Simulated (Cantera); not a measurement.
Feed: 1 mol HF, 0.44 mol SO2, 0.62 mol H2O, equilibrated at 1800 K and 0.00210 bar.

These are equilibrium values from Cantera (NASA tables, ideal gas, pure condensed phases), not measurements of a reactor. Candidate condensed phases: H2O, H2SO4, S; 43 gas species. Rates play no part.

Base state: HF 0.483, H2O 0.292, SO2 0.211, H2 0.00594, O2 0.00334, OH 0.00196, SO 0.00158, H 0.000602 (mole fractions); condensed: gas only.

Task: What changes in the equilibrium state with this change: temperature from 1800 K to 1625 K?

Result: 
| species | before | after |
|---|---|---|
| HF | 0.483 | 0.485 |
| H2O | 0.292 | 0.298 |
| SO2 | 0.211 | 0.213 |
| H2 | 0.00594 | 0.00184 |
| O2 | 0.00334 | 0.000982 |
| O | 0.000154 | 1.33e-5 |
| H | 0.000602 | 6.61e-5 |
| SO | 0.00158 | 0.000335 |
| OH | 0.00196 | 0.000451 |

Task: What changes in the equilibrium state with this change: pressure from 0.00210 bar to 0.00740 bar?

Result: 
| species | before | after |
|---|---|---|
| HF | 0.483 | 0.484 |
| H2O | 0.292 | 0.295 |
| SO2 | 0.211 | 0.212 |
| H2 | 0.00594 | 0.00394 |
| O2 | 0.00334 | 0.00220 |
| O | 0.000154 | 6.63e-5 |
| H | 0.000602 | 0.000261 |
| SO | 0.00158 | 0.00104 |
